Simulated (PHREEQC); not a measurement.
A solution holds 0.053 mol/kgw HCl, 0.29 mol/kgw Li2SO4 and 4.5e-05 mol/kgw Fe2(SO4)3, at 73 °C. Closed to the air; pH follows from the charge balance.

Computed with PHREEQC (ion-association model, phreeqc.dat).

No solid was allowed to form.

Task: Order these S species by the share of S that they hold, largest first: SO4-2, LiSO4-, HSO4-.

Result: SO4-2 (61 %), LiSO4- (22 %), HSO4- (16 %)

The pH is 2.41 and the ionic strength 0.698 mol/kgw. The solution is supersaturated, for example in Hematite (slow to form), Goethite (slow to form), so a real one may precipitate; this is no full list. Away from 25 °C the constants follow the database's enthalpies or fits; those with neither stay at their 25 °C values.
